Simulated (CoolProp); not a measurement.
Vapour pressure (bar) of dodecamethylpentasiloxane (MD3M): the reference equation beside estimates from Tc = 628.0 K, pc = 9.540 bar, ω = 0.730.

The numbers come from the reference Helmholtz-energy equation of state, Thol 2019 in CoolProp.

```
T (K)   reference  van der Waals  Redlich-Kwong
-----  ----------  -------------  -------------
335.6    0.001274         0.4105        0.05176
362.7    0.006695         0.6626     (withheld)
389.9  (withheld)          1.007         0.2772
417.1  (withheld)          1.455         0.5267
444.3      0.2069     (withheld)     (withheld)
471.5  (withheld)     (withheld)          1.467
498.7      0.9164     (withheld)          2.225
525.9       1.667          4.503          3.219
```

### Question
Fill in the missing entries.

### Answer

- 362.7, Redlich-Kwong: 0.1294
- 389.9, reference: 0.02612
- 417.1, reference: 0.08055
- 444.3, van der Waals: 2.018
- 444.3, Redlich-Kwong: 0.9119
- 471.5, reference: 0.4607
- 471.5, van der Waals: 2.708
- 498.7, van der Waals: 3.534

Absolute difference from the reference over all 8 rows, mean and median: van der Waals 6149.9 and 1290.8 %, Redlich-Kwong 1013.2 and 447.3 %.
